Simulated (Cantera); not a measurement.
A closed system holds: 1 mol SiCl4, 1.1 mol O2, held at 150 Pa.

Method: chemical equilibrium by Gibbs-energy minimisation in Cantera with the NASA 1993 tables (ideal gas, pure condensed phases). Candidate condensed phases: Si, SiO2; 15 gas species. The tables hold silica as quartz up to 1696 K and as liquid above; real silica turns to tridymite and cristobalite and melts near 1996 K. Kinetics and transport are ignored. All values below are at 1498 K.

Base state: Cl 0.729, Cl2 0.240, O2 0.0302, ClO 0.000121, O 1.77e-5 (mole fractions); condensed: SiO2(β-quartz).

Task: What changes in the equilibrium state with this change: pressure from 150 Pa to 1330 Pa?

Result: 
| species | before | after |
|---|---|---|
| Cl2 | 0.240 | 0.581 |
| Cl | 0.729 | 0.380 |
| O2 | 0.0302 | 0.0385 |
| O | 1.77e-5 | 6.70e-6 |
| ClO | 0.000121 | 0.000212 |
| SiO2(β-quartz), mol | 1.000 | 1.000 |
